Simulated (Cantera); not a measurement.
Equilibrium for chemical vapour transport: B + HCl + O2

A closed system holds: 1 mol B, 0.28 mol HCl, 0.13 mol O2, at 75.0 Torr.

These are equilibrium values from Cantera (NASA tables, ideal gas, pure condensed phases), not measurements of a reactor. Candidate condensed phases: B, B2O3, B3O3H3, H2O; 33 gas species. Mutual solubility and eutectic melting of coexisting phases are not modelled. The tables' values for BOCl, BCl2, BCl are old estimates; treat these amounts as uncertain. Gases not in the tables: BHCl2. The numbers say what is thermodynamically allowed, not how fast it happens.

From 550 °C to 1225 °C the condensed part is B(s) + B2O3(l). The main B-bearing gas is BCl3 at 550 °C and B3O3Cl3 at 1225 °C.

| T (°C) | log p H2 | log p HCl | log p BCl3 | log p B3O3Cl3 | log p BOCl | log p HBO | log p BCl2 | n B(s) | n B2O3(l) |
|---|---|---|---|---|---|---|---|---|---|
| 550 | -1.24 | -2.43 | -1.47 | -2.34 | -9.53 | -9.03 | -8.95 | 0.736 | 0.0758 |
| 625 | -1.25 | -2.23 | -1.49 | -2.27 | -8.31 | -7.91 | -7.97 | 0.738 | 0.0738 |
| 700 | -1.26 | -2.07 | -1.52 | -2.22 | -7.29 | -6.97 | -7.15 | 0.740 | 0.0722 |
| 775 | -1.28 | -1.93 | -1.54 | -2.18 | -6.42 | -6.18 | -6.44 | 0.742 | 0.0709 |
| 850 | -1.29 | -1.81 | -1.57 | -2.16 | -5.66 | -5.49 | -5.84 | 0.745 | 0.0701 |
| 925 | -1.32 | -1.72 | -1.60 | -2.15 | -5.01 | -4.90 | -5.31 | 0.749 | 0.0696 |
| 1000 | -1.34 | -1.64 | -1.63 | -2.15 | -4.44 | -4.38 | -4.85 | 0.752 | 0.0693 |
| 1075 | -1.36 | -1.57 | -1.66 | -2.16 | -3.93 | -3.93 | -4.45 | 0.755 | 0.0692 |
| 1150 | -1.39 | -1.51 | -1.69 | -2.17 | -3.48 | -3.52 | -4.09 | 0.758 | 0.0691 |
| 1225 | -1.42 | -1.46 | -1.72 | -2.18 | -3.08 | -3.16 | -3.78 | 0.761 | 0.0687 |
log p: log10 of the partial pressure in bar; n: condensed amount in mol.
